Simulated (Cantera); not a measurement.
Reactions in the system H-Li-O

Cantera with NASA thermochemical tables; ideal gases at 1 bar, condensed phases pure. Values are per mole of reaction as written; species without (g) are pure solids or liquids, kept so even where they would boil at 1 bar.

4 Li(g) + 2 OH(g) → 2 Li2O + H2(g)

```csv
T (K),ΔH° (kJ),ΔS° (J/K),ΔG° (kJ),log10 K,condensed phases
1498,-1854.0,-653.6,-874.9,30.51,Li2O(s)
1598,-1846.3,-648.6,-809.8,26.47,Li2O(s)
1698,-1838.4,-643.8,-745.1,22.92,Li2O(s)
1798,-1830.4,-639.2,-681.0,19.78,Li2O(s)
1898,-1705.0,-571.2,-620.8,17.08,Li2O(l)
1998,-1696.8,-567.0,-563.9,14.74,Li2O(l)
2098,-1688.5,-563.0,-507.4,12.63,Li2O(l)
```
